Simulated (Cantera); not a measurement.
## FeS₂ + H₂ (hydrogen reduction and annealing atmospheres)

Feed: 1 mol FeS₂, 42 mol H₂, held at 27.8 Torr.

Method: chemical equilibrium by Gibbs-energy minimisation in Cantera with the NASA 1993 tables (ideal gas, pure condensed phases). Candidate condensed phases: Fe, FeS, FeS₂, S; 8 gas species. FeS: taken at fixed stoichiometry. Gases not in the tables: S₃ to S₇. Kinetics and transport are ignored.

| T (°C) | x H₂ | x H₂S | x S₂ | x SH | x H | x S | x Fe | n FeS(s) | n FeS(l) |
|---|---|---|---|---|---|---|---|---|---|
| 677 | 0.976 | 0.0238 | 2.80e-7 | 2.67e-7 | 2.86e-9 | 4.85e-12 | <1e-12 | 1.00 | 0 |
| 752 | 0.976 | 0.0238 | 1.48e-6 | 1.22e-6 | 2.24e-8 | 8.23e-11 | <1e-12 | 1.00 | 0 |
| 827 | 0.976 | 0.0238 | 6.23e-6 | 4.57e-6 | 1.33e-7 | 9.54e-10 | 3.19e-12 | 1.00 | 0 |
| 902 | 0.976 | 0.0238 | 2.19e-5 | 1.44e-5 | 6.30e-7 | 8.09e-9 | 8.56e-11 | 1.00 | 0 |
| 977 | 0.976 | 0.0236 | 6.58e-5 | 3.94e-5 | 2.48e-6 | 5.30e-8 | 1.53e-9 | 1.00 | 0 |
| 1052 | 0.976 | 0.0234 | 0.000172 | 9.56e-5 | 8.40e-6 | 2.79e-7 | 1.98e-8 | 1.000 | 0 |
| 1127 | 0.977 | 0.0228 | 0.000395 | 0.000208 | 2.50e-5 | 1.21e-6 | 1.95e-7 | 1.000 | 0 |
| 1202 | 0.977 | 0.0218 | 0.000796 | 0.000408 | 6.66e-5 | 4.44e-6 | 1.51e-6 | 0 | 1.000 |
| 1277 | 0.977 | 0.0202 | 0.00140 | 0.000727 | 0.000162 | 1.39e-5 | 8.84e-6 | 0 | 1.000 |
x: gas mole fraction; n: condensed amount in mol.

From 677 °C to 1127 °C the condensed part is FeS(s). From 1202 °C to 1277 °C the condensed part is FeS(l).
